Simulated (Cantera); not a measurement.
Feed: 1 mol FeS, 0.11 mol SO3, 2.8 mol N2, at 775 K and 0.100 bar.

Equilibrium computed with Cantera from the NASA thermochemical tables; the gas is ideal and each condensed phase is pure. Candidate condensed phases: Fe, FeO, FeS, FeSO4, FeS2, Fe2O3, Fe2(SO4)3, Fe3O4, S; 19 gas species. FeS: taken at fixed stoichiometry. Gases not in the tables: S3 to S7. Rates play no part.

Base state: N2 0.990, SO2 0.00963, S2 0.000250 (mole fractions); condensed: FeS(s) + FeS2(s) + Fe3O4(s).

Task: What changes in the equilibrium state with this change: temperature from 775 K to 1325 K?

Result: 
```tsv
species	before	after
N2	0.990	0.946
SO2	0.00963	0.0401
S2	0.000250	0.0135
SO	2.07e-8	0.000289
S2O	7.33e-6	0.000232
FeS(s), mol	0.505	0.909
FeS2(s), mol	0.288	0
Fe3O4(s), mol	0.0689	0
FeO(s), mol	0	0.0909
```
Metal and sulfide melt together well below either melting point, which pure phases cannot show. Mutual solubility and eutectic melting of coexisting phases are not modelled. The tables' stoichiometric FeO is somewhat more stable than real wüstite, so its field is too wide. FeO, FeS: taken at fixed stoichiometry.
